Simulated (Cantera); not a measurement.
Input (Python, Cantera) and output of one run.

```python
import numpy as np
import cantera as ct

gas_names = """
    Electron C C+ C- CH CH+ CH2 CH3 CH2OH CH3O CH4 CH3OH CO CO+ CO2 CO2+ COOH C2 C2+ C2- C2H CHCO,ketyl
    C2H2,acetylene C2H2,vinylidene CH2CO,ketene C2H3,vinyl CH3CO,acetyl C2H4 C2H4O,ethylen
    CH3CHO,ethanal CH3COOH (HCOOH)2 C2H5 C2H6 CH3OCH3 C2H5OH C2O C3 C3H3,propargyl C3H4,allene
    C3H4,propyne C3H4,cyclo- C3H5,allyl C3H6,propylene C3H6,cyclo- C3H6O C3H7,n-propyl C3H7,i-propyl
    C3H8 C3H8O,1propanol C3H8O,2propanol C3O2 C4 C4H2 C4H4,1,3-cyclo- C4H6,butadiene C4H6,2-butyne
    C4H6,cyclo- C4H8,1-butene C4H8,cis2-buten C4H8,tr2-butene C4H8,isobutene C4H8,cyclo- (CH3COOH)2
    C4H9,n-butyl C4H9,i-butyl C4H9,s-butyl C4H9,t-butyl C4H10,isobutane C4H10,n-butane C5 C5H6,1,3cyclo-
    C5H8,cyclo- C5H10,1-pentene C5H10,cyclo- C5H11,pentyl C5H11,t-pentyl C5H12,n-pentane C5H12,i-pentane
    CH3C(CH3)2CH3 C6H2 C6H5,phenyl C6H5O,phenoxy C6H6 C6H5OH,phenol C6H10,cyclo- C6H12,1-hexene
    C6H12,cyclo- C6H13,n-hexyl C7H7,benzyl C7H8 C7H8O,cresol C7H14,1-heptene C7H15,n-heptyl
    C7H16,n-heptane C8H8,styrene C8H10,ethylbenz C8H16,1-octene C8H17,n-octyl C8H18,isooctane
    C8H18,n-octane C9H19,n-nonyl C10H8,naphthale C10H21,n-decyl C12H9,o-bipheny C12H10,bipheny H H+ H-
    HCO HCO+ HO2 H2 H2+ H2- HCHO,formaldehy HCOOH H2O H2O+ H2O2 H3O+ O O+ O- OH OH+ OH- O2 O2+ O2- O3
""".split()
cond_names = """
    C(gr) C6H6(L) C7H8(L) C8H18(L),n-octa H2O(s) H2O(L)
""".split()


def load(file, names, dense=False):
    # The tables refer to 1 bar. Condensed volumes are neglected.
    table = {s.name: s for s in ct.Species.list_from_file(file)}
    out = []
    for n in names:
        d = dict(table[n].input_data)
        d["thermo"] = dict(d["thermo"], **{"reference-pressure": 1e5})
        if dense:
            d["equation-of-state"] = {"model": "constant-volume", "density": "1e6 g/cm^3"}
        out.append(ct.Species.from_dict(d))
    return out


gas = ct.Solution(thermo="ideal-gas", species=load("nasa_gas.yaml", gas_names))
cond = {s.name: ct.Solution(thermo="fixed-stoichiometry", species=[s], name=s.name)
        for s in load("nasa_condensed.yaml", cond_names, dense=True)}
atoms = {
    'C3H6': {'C': 3, 'H': 6},
    'H2': {'H': 2},
    'CO2': {'C': 1, 'O': 2},
}
top_T = {'C(gr)': 4500}  # K; cautious upper limits of use, not melting points


def equilibrate(T, P, feed):
    n = {}
    for name, mol in feed.items():
        for a, k in atoms[name].items():
            n[a] = n.get(a, 0.0) + k * mol
    gas.TPX = T, P, n
    mass = sum(n.values()) * gas.mean_molecular_weight
    gas.equilibrate("TP")
    valid = [c for c in cond.values() if c.min_temp <= T <= top_T.get(c.name, c.max_temp)]
    mix = ct.Mixture([(gas, mass / gas.mean_molecular_weight)] + [(c, 0.0) for c in valid])
    mix.T, mix.P = T, P
    mix.equilibrate("TP", solver="vcs", rtol=1e-11, max_steps=5000)
    return mix


results = []
feed = {'C3H6': 1, 'H2': 1.8, 'CO2': 2.6}  # mol
P = 133.322  # Pa
for T in [2000, 2500, 3000, 3500, 4000, 4500, 5000]:
    mix = equilibrate(T, P, feed)
    results.append((T, P, feed, dict(zip(mix.species_names, mix.species_moles))))

top = {s: max(r[3][s] / sum(r[3][g] for g in gas_names) for r in results) for s in gas_names}
cols = sorted((s for s in top if top[s] > 0.001), key=lambda s: -top[s])[:5]
seen = [c for c in cond_names if any(r[3].get(c, 0) > 1e-12 for r in results)]
print("log10 of partial pressures in bar; condensed amounts in mol")
print(f"{'T/K':>10s}" + "".join(f"{s[:9]:>10s}" for s in cols + seen))
for T, P, feed, n in results:
    ng = sum(n[g] for g in gas_names)
    print(f"{T:10.4g}" + "".join(f"{np.log10(max(n[s] / ng * P / 1e5, 1e-99)):10.3f}" for s in cols)
          + "".join(f"{n.get(c, 0):10.4g}" for c in seen))
```

It prints:

```
log10 of partial pressures in bar; condensed amounts in mol
       T/K         H        CO        H2         C         O     C(gr)
      2000    -4.396    -3.166    -3.215   -10.517   -13.811    0.3928
      2500    -3.355    -3.238    -3.510    -6.779   -11.917    0.3172
      3000    -3.089    -3.328    -4.575    -4.876   -10.098         0
      3500    -3.076    -3.340    -5.694    -4.467    -7.790         0
      4000    -3.075    -3.343    -6.556    -4.436    -5.771         0
      4500    -3.086    -3.386    -7.249    -4.171    -4.477         0
      5000    -3.127    -3.593    -7.870    -3.746    -3.826         0
```

Equilibrium computed with Cantera from the NASA thermochemical tables; the gas is ideal and each condensed phase is pure.
